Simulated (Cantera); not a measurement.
Feed: 1 mol C3H8, 0.018 mol NH3, 4.8 mol N2, 1.5 mol CO2, held at 1923.15 K and 1.00 bar.

Method: chemical equilibrium by Gibbs-energy minimisation in Cantera with the NASA 1993 tables (ideal gas, pure condensed phases). Candidate condensed phases: C, C6H6, C7H8, C8H18, H2O; 136 gas species. Equilibrium is a limit: real reactors are often held back by kinetics, nucleation or transport.

Question: What is the equilibrium state?

Answer: 
| Property | Result |
|---|---|
| x(N2) | 0.404 |
| x(H2) | 0.338 |
| x(CO) | 0.253 |
| x(HCN) | 0.00398 |
| x(H) | 0.000548 |
| x(HNC) | 0.000195 |
| x(C2H2 (acetylene)) | 0.000153 |
| x(CH4) | 5.98e-5 |
| x(H2O) | 1.38e-5 |
| n(C(graphite)) | 1.45 mol |
| gas amount | 11.84 mol |
